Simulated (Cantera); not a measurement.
## Gas-phase reforming

An isothermal, constant-pressure homogeneous reactor starts with CH4 : CO2 : H2 = 1 : 1 : 0.3 (molar parts), at 2100 K and 7500 Torr.

Model: GRI-Mech 3.0 (53 species, 325 reactions), integrated in Cantera.

```
t (s)        x CH4     x CO2   x H2       x H     x HO2
--------  --------  --------  -----  --------  --------
0.000300    0.0222    0.0468  0.313  0.000575  4.56e-11
0.00111     0.0156    0.0275  0.381  0.000628  1.57e-11
0.00413    0.00955    0.0132  0.456  0.000676  3.09e-12
0.0153     0.00479   0.00492  0.503  0.000705    <1e-12
0.0569     0.00224   0.00153  0.524  0.000719    <1e-12
0.211      0.00104  0.000442  0.531  0.000723    <1e-12
0.783     0.000495  0.000142  0.533  0.000725    <1e-12
2.91      0.000352   8.77e-5  0.534  0.000725    <1e-12
10.8      0.000348   8.65e-5  0.534  0.000725    <1e-12
40.0      0.000348   8.65e-5  0.534  0.000725    <1e-12
```
x: mole fraction; the columns are a selection and need not sum to one.

Equilibrium at this temperature and pressure: CH4 0.000359, CO2 9.03e-5, H2 0.533, H 0.000725, HO2 <1e-12 (gas phase only).
